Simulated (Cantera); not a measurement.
# Equilibrium for silicon nitride deposition: SiH2Cl2 + N2 + H2 + HCl

Charge: 1 mol SiH2Cl2, 23 mol N2, 0.25 mol H2, 0.011 mol HCl, held at 75.0 Torr.

Cantera equilibrium calculation (NASA polynomials, part measured and part estimated; ideal gas, pure solids and liquids). Candidate condensed phases: NH4Cl, Si, Si3N4; 28 gas species. N2 is the only nitrogen source here; it is nearly inert below about 1500 K, so the nitride shown seldom forms there in practice. The tables' values for SiCl3, SiCl, SiN are old estimates; treat these amounts as uncertain. Equilibrium is a limit: real reactors are often held back by kinetics, nucleation or transport.

```csv
T (K),log p N2,log p HCl,log p H2,log p SiCl2,n Si3N4(s)
875,-1.04,-2.24,-2.65,-10.07,0.284
1025,-1.04,-2.21,-2.70,-7.65,0.293
1175,-1.04,-2.19,-2.73,-5.86,0.298
1325,-1.04,-2.18,-2.75,-4.50,0.299
1475,-1.04,-2.20,-2.72,-3.51,0.281
1625,-1.04,-2.28,-2.61,-2.94,0.224
1775,-1.04,-2.44,-2.49,-2.68,0.153
1925,-1.04,-2.63,-2.42,-2.56,0.0953
```
log p: log10 of the partial pressure in bar; n: condensed amount in mol.

From 875 K to 1925 K the condensed part is Si3N4(s). The main Si-bearing gas is SiCl4 at 875 K and SiCl2 at 1925 K. The share of Si in condensed phases is highest at 1325 K (89.7 %) and lowest at 1925 K (28.6 %).
